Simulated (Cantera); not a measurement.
A perfectly stirred reactor is fed with CH4 : O2 : N2 = 0.017 : 0.054 : 1 (molar parts), at 1130 Torr; it is held at 1248 K, and followed from long to short residence time.

Cantera simulation using GRI-Mech 3.0 (53 species, 325 reactions); the numbers are that mechanism's predictions, not measurements. The temperature is held fixed by assumption; the heat of reaction is taken as removed at once.

What does this change do: temperature 1248 to 1150 K?


```
quantity                before     after
---------------------  -------  --------
x(CH4) at τ = 14.0 s   2.66e-6   1.38e-5
x(O2) at τ = 14.0 s     0.0187    0.0187
x(O) at τ = 14.0 s     6.00e-7   2.45e-7
x(N2O) at τ = 14.0 s   4.86e-7   5.48e-7
x(NO2) at τ = 14.0 s   1.40e-8   2.25e-8
x(CH4) at τ = 0.190 s  5.12e-5  0.000270
x(O2) at τ = 0.190 s    0.0190    0.0203
x(O) at τ = 0.190 s    1.01e-5   3.89e-6
x(N2O) at τ = 0.190 s  7.49e-7   3.28e-7
x(NO2) at τ = 0.190 s  5.19e-9   1.79e-9
```
